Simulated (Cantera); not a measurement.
A closed system holds: 1 mol Si(CH3)4, 0.037 mol C2H4, 25 mol H2, held at 1873 K and 0.100 bar.

These are equilibrium values from Cantera (NASA tables, ideal gas, pure condensed phases), not measurements of a reactor. Candidate condensed phases: C, C6H6, C7H8, C8H18, Si, SiC; 87 gas species. Kinetics and transport are ignored.

Base state: H2 0.998, H 0.00204, C2H2 (acetylene) 0.000311, CH4 6.07e-5 (mole fractions); condensed: C(graphite) + SiC(s).

What changes in the equilibrium state with this change: Si(CH3)4 replaced by CH3SiCl3?


```csv
species,before,after
H2,0.998,0.892
HCl,0,0.104
H,0.00204,0.00193
SiCl2,0,0.00113
Cl,0,0.000171
SiCl3,0,1.47e-5
CH4,6.07e-5,4.85e-5
C2H2 (acetylene),0.000311,0.000278
"C(graphite), mol",3.05,0.0895
"SiC(s), mol",1.000,0.967
```
The feed counts by its element totals alone. The tables' values for SiCl3 are old estimates; treat these amounts as uncertain.
